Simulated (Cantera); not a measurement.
Equilibrium for silicon epitaxy and polysilicon growth: Si2Cl6 + HCl + N2

A closed system holds: 1 mol Si2Cl6, 0.38 mol HCl, a varied amount of N2, held at 550 °C and 0.690 bar.

These are equilibrium values from Cantera (NASA tables, ideal gas, pure condensed phases), not measurements of a reactor. Candidate condensed phases: NH4Cl, Si, Si3N4; 28 gas species. The feed counts by its element totals alone. N2 is the only nitrogen source here; it is nearly inert below about 1500 K, so the nitride shown seldom forms there in practice. Equilibrium is a limit: real reactors are often held back by kinetics, nucleation or transport.

From 11 mol N2 to 100 mol N2 the condensed part is Si3N4(s). The main Si-bearing gas is SiCl4 throughout.

| n(N2) (mol) | log p N2 | log p SiCl4 | log p HCl | log p H2 | log p SiHCl3 | log p SiCl3 | n Si3N4(s) |
|---|---|---|---|---|---|---|---|
| 11 | -0.23 | -1.08 | -1.73 | -2.92 | -5.18 | -6.69 | 0.163 |
| 15 | -0.21 | -1.20 | -1.85 | -3.09 | -5.36 | -6.78 | 0.163 |
| 20 | -0.20 | -1.32 | -1.96 | -3.26 | -5.53 | -6.87 | 0.164 |
| 28 | -0.19 | -1.45 | -2.09 | -3.45 | -5.74 | -6.97 | 0.164 |
| 39 | -0.18 | -1.59 | -2.22 | -3.65 | -5.94 | -7.08 | 0.164 |
| 54 | -0.18 | -1.73 | -2.35 | -3.85 | -6.14 | -7.18 | 0.165 |
| 75 | -0.17 | -1.87 | -2.49 | -4.05 | -6.35 | -7.29 | 0.165 |
| 100 | -0.17 | -1.99 | -2.61 | -4.23 | -6.53 | -7.38 | 0.165 |
log p: log10 of the partial pressure in bar; n: condensed amount in mol.
